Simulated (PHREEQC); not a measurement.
Solution (25 °C): 0.029 mol HF, 0.0015 mol NaF and 4.5e-05 mol H2SiF6 per kg of water. Closed to the air; pH follows from the charge balance.

Equilibrium calculation in PHREEQC: ion-association model, phreeqc.dat.

Each row changes one thing in this solution. Precipitation was switched off in this run.

| case | pH | ionic strength (mol/kgw) | HF (mol/kgw) | F- (mol/kgw) | HF2- (mol/kgw) | H4SiO4 (mol/kgw) | SI of Quartz (SiO2) |
|---|---|---|---|---|---|---|---|
| as made | 2.44 | 0.00547 | 0.0247 | 0.00488 | 0.000462 | 1.45e-11 | -6.86 |
| NaF left out | 2.37 | 0.00459 | 0.0242 | 0.00408 | 0.000378 | 2.29e-11 | -6.66 |
| 0.00033 mol/kgw CaSO4 added | 2.44 | 0.00669 | 0.0246 | ? | 0.000467 | 1.41e-11 | -6.87 |
| H2SiF6 replaced by Na2SiF6 at the same molality | 2.44 | 0.00552 | 0.0246 | 0.00492 | 0.000465 | 1.44e-11 | -6.86 |
| diluted 100-fold with water | 3.67 | 0.000234 | 7.40e-5 | 0.000234 | ? | 4.50e-7 | -2.37 |
| 0.00037 mol/kgw KCl added | 2.44 | 0.00585 | 0.0247 | 0.00489 | 0.000463 | 1.44e-11 | -6.86 |

Task: Some entries are withheld; supply them.

Result: 
- 0.00033 mol/kgw CaSO4 added, F- (mol/kgw): 0.00494
- diluted 100-fold with water, HF2- (mol/kgw): 6.63e-8

Some of these states are supersaturated (in Fluorite, for instance). SiF6-2 is the database's only silicon fluoride.
